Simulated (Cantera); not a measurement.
An isothermal, constant-pressure homogeneous reactor starts with CH4 : O2 : N2 = 0.0055 : 0.028 : 1 (molar parts), equivalence ratio 0.39, at 925 K and 3.40 bar. Integrator tolerance rtol = 1e-08.

Computed with Cantera and GRI-Mech 3.0 (53 species, 325 reactions). Below about 1000 K GRI-Mech 3.0 lacks low-temperature oxidation paths.

Question: What does this change do: pressure from 3.40 bar to 1.00 bar?

Answer: 
```json
[
 {"quantity": "x(CH4) at 20.0 s", "before": "3.08e-6 (gas-phase equilibrium <1e-12)", "after": "0.00527 (gas-phase equilibrium <1e-12)"},
 {"quantity": "x(O2) at 20.0 s", "before": "0.0171 (gas-phase equilibrium 0.0164)", "after": "0.0271 (gas-phase equilibrium 0.0164)"},
 {"quantity": "x(C2H) at 20.0 s", "before": "<1e-12 (gas-phase equilibrium <1e-12)", "after": "<1e-12 (gas-phase equilibrium <1e-12)"},
 {"quantity": "x(CO) at 20.0 s", "before": "0.00125 (gas-phase equilibrium <1e-12)", "after": "8.00e-6 (gas-phase equilibrium <1e-12)"},
 {"quantity": "x(C2H6) at 20.0 s", "before": "3.33e-10 (gas-phase equilibrium <1e-12)", "after": "7.02e-6 (gas-phase equilibrium <1e-12)"},
 {"quantity": "x(CH2CO) at 20.0 s", "before": "7.38e-10 (gas-phase equilibrium <1e-12)", "after": "9.97e-10 (gas-phase equilibrium <1e-12)"},
 {"quantity": "x(HCN) at 20.0 s", "before": "<1e-12 (gas-phase equilibrium <1e-12)", "after": "<1e-12 (gas-phase equilibrium <1e-12)"}
]
```

Question: What does this change do: O2 0.028 to 0.065 parts?

Answer: 
```
quantity                                             before                                    after
------------------  ---------------------------------------  ---------------------------------------
x(CH4) at 20.0 s     3.08e-6 (gas-phase equilibrium <1e-12)   1.24e-6 (gas-phase equilibrium <1e-12)
x(O2) at 20.0 s       0.0171 (gas-phase equilibrium 0.0164)    0.0509 (gas-phase equilibrium 0.0504)
x(C2H) at 20.0 s      <1e-12 (gas-phase equilibrium <1e-12)    <1e-12 (gas-phase equilibrium <1e-12)
x(CO) at 20.0 s      0.00125 (gas-phase equilibrium <1e-12)  0.000995 (gas-phase equilibrium <1e-12)
x(C2H6) at 20.0 s   3.33e-10 (gas-phase equilibrium <1e-12)  5.85e-11 (gas-phase equilibrium <1e-12)
x(CH2CO) at 20.0 s  7.38e-10 (gas-phase equilibrium <1e-12)  9.75e-11 (gas-phase equilibrium <1e-12)
x(HCN) at 20.0 s      <1e-12 (gas-phase equilibrium <1e-12)    <1e-12 (gas-phase equilibrium <1e-12)
```
